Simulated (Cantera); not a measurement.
Cantera run, input and output.

```python
import numpy as np
import cantera as ct

gas = ct.Solution("gri30.yaml")
gas.TPX = 650, 430000, {'CH4': 1, 'O2': 2, 'N2': 9.4}
flame = ct.FreeFlame(gas, width=0.014)
flame.set_refine_criteria(ratio=3, slope=0.08, curve=0.16)
flame.transport_model = "mixture-averaged"
flame.solve(loglevel=0, auto=True)
flame.transport_model = "multicomponent"
flame.soret_enabled = True
flame.solve(loglevel=0, refine_grid=True)
z, T = flame.grid, flame.T
thick = (T[-1] - T[0]) / np.gradient(T, z).max()
show = ['CH4', 'O2', 'CH2CO', 'CH2', 'C2H6', 'HCN']
print(f"laminar burning velocity  {flame.velocity[0] * 100:.3f} cm/s")
print(f"burnt temperature         {T[-1]:.1f} K")
print(f"thermal thickness         {thick * 1e3:.4f} mm")
print(f"grid points               {len(z)}")
z0 = z[flame.heat_release_rate.argmax()]
print(f"{'z/mm':>9s}{'T/K':>9s}{'u/(m/s)':>9s}" + "".join(f"{s:>11s}" for s in show))
rows = []
for k in (-3, -2, -1.5, -1, -0.5, -0.25, 0, 0.25, 0.5, 1, 2, 4, 8):
    zz = z0 + k * thick
    rows.append([k * thick, np.interp(zz, z, T), np.interp(zz, z, flame.velocity),
                 *(np.interp(zz, z, flame.X[gas.species_index(s)]) for s in show)])
    print(f"{rows[-1][0] * 1e3:9.3f}{rows[-1][1]:9.1f}{rows[-1][2]:9.3f}" + "".join(f"{x:11.3e}" for x in rows[-1][3:]))
```

Output:

```
laminar burning velocity  59.695 cm/s
burnt temperature         2273.3 K
thermal thickness         0.1479 mm
grid points               141
     z/mm      T/K  u/(m/s)        CH4         O2      CH2CO        CH2       C2H6        HCN
   -0.444    650.6    0.598  8.051e-02  1.612e-01  5.458e-09 -7.180e-18  8.540e-08  2.468e-10
   -0.296    655.1    0.603  7.992e-02  1.608e-01  8.977e-08  1.535e-15  1.287e-06  3.208e-09
   -0.222    670.1    0.617  7.845e-02  1.598e-01  5.764e-07  9.665e-14  7.678e-06  1.703e-08
   -0.148    748.9    0.692  7.252e-02  1.540e-01  5.802e-06  1.735e-11  6.892e-05  1.295e-07
   -0.074   1107.7    1.032  4.980e-02  1.222e-01  5.997e-05  2.489e-08  5.577e-04  9.777e-07
   -0.037   1469.6    1.379  2.674e-02  8.543e-02  1.462e-04  2.097e-06  7.248e-04  2.220e-06
    0.000   1832.7    1.727  5.133e-03  4.317e-02  1.185e-04  3.252e-05  7.003e-05  4.165e-06
    0.037   1985.2    1.865  1.838e-04  2.183e-02  8.594e-06  6.238e-06  8.800e-08  2.864e-06
    0.074   2045.1    1.913  3.301e-06  1.568e-02  1.802e-07  1.595e-07  2.878e-11  8.554e-07
    0.148   2113.7    1.969  3.031e-09  1.178e-02  1.724e-10  1.883e-10 -1.527e-15  8.207e-08
    0.296   2178.0    2.022  8.974e-14  8.813e-03  7.855e-15  1.350e-14  2.013e-16  2.283e-09
    0.591   2225.8    2.060  5.059e-16  6.499e-03  2.670e-16  1.838e-16  1.163e-17  3.158e-11
    1.183   2253.8    2.083  1.122e-16  5.041e-03  1.915e-17  3.497e-17  8.143e-19  9.389e-12
```

Model: GRI-Mech 3.0 (53 species, 325 reactions), integrated in Cantera. Burning velocities carry a grid error of a few per cent, more on coarse grids.
